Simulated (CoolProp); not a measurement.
The numbers come from the reference Helmholtz-energy equation of state, Fiedler 2023 in CoolProp.

Task: Give the vapour pressure (bar), vapour density (kg/m³), liquid cp (kJ/(kg K)) of saturated tetrahydrofuran at 339.9, 420.9 K.

Result: 
```csv
T (K),p (bar),vapour density (kg/m³),liquid cp (kJ/(kg K))
339.9,1.04,2.73,1.89
420.9,8.06,19.1,2.27
```
